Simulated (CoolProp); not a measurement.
Vapour-liquid equilibrium of R134a (1) + R123 (2) at 340.1 K; x and y are mole fractions of (1).

Model: multi-fluid Helmholtz-energy mixture model, Tillner-Roth 1994 and Younglove 1994; pair parameters Bell 2016, in CoolProp.

| x | bubble pressure, mixture model (bar) | bubble pressure, Raoult's law (bar) | y, mixture model | y, Raoult's law |
|---|---|---|---|---|
| 0.05 | (withheld) | 4.287 | (withheld) | 0.230 |
| 0.125 | (withheld) | 5.509 | 0.427 | 0.448 |
| 0.2 | 6.994 | 6.731 | 0.555 | 0.587 |
| 0.275 | 8.259 | 7.952 | (withheld) | 0.683 |
| 0.35 | 9.484 | 9.174 | 0.707 | 0.754 |
| 0.425 | 10.67 | 10.40 | (withheld) | 0.808 |
| 0.5 | 11.82 | 11.62 | 0.798 | 0.851 |
| 0.575 | 12.96 | 12.84 | 0.833 | 0.885 |
| 0.65 | 14.08 | 14.06 | 0.864 | 0.914 |
| 0.725 | 15.21 | 15.28 | 0.893 | 0.937 |
| 0.8 | 16.37 | 16.50 | 0.921 | 0.958 |
| 0.875 | (withheld) | 17.72 | 0.949 | 0.976 |
| 0.95 | (withheld) | 18.95 | (withheld) | 0.991 |

Task: Fill in the missing entries.

Result: 
- 0.05, bubble pressure, mixture model (bar): 4.366
- 0.05, y, mixture model: 0.222
- 0.125, bubble pressure, mixture model (bar): 5.693
- 0.275, y, mixture model: 0.642
- 0.425, y, mixture model: 0.757
- 0.875, bubble pressure, mixture model (bar): 17.58
- 0.95, bubble pressure, mixture model (bar): 18.86
- 0.95, y, mixture model: 0.979

The largest gap from Raoult's law is +3.9 % in bubble pressure, at x = 0.2. No azeotrope shows between x = 0.05 and 0.95.

Pair parameters are fitted to limited data, so mixtures are less certain than the pure fluids. The gap from Raoult's law changes sign with composition, which may be real or a fault of the pair parameters; it wasn't checked against measurements.
